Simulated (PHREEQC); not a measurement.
Make-up at 20 °C: 30 mmol/kgw NaCl and 32 mmol/kgw H2SO4. Closed to the air; pH follows from the charge balance.

Computed with PHREEQC (ion-association model, wateq4f.dat).

```json
{
 "pH": "1.43",
 "ionic_strength": "0.0859 mol/kgw",
 "total_alkalinity": "-64.0 meq/kg"
}
```

| species | molality | activity | log γ |
|---|---|---|---|
| H+ | 0.0446 | 0.0371 | -0.079 |
| Cl- | 0.0300 | 0.0233 | -0.110 |
| Na+ | 0.0293 | 0.0233 | -0.101 |
| HSO4- | 0.0194 | 0.0153 | -0.103 |
| SO4-2 | 0.0119 | 0.00471 | -0.404 |
| NaSO4- | 0.000666 | 0.000532 | -0.098 |

No solid was allowed to form.
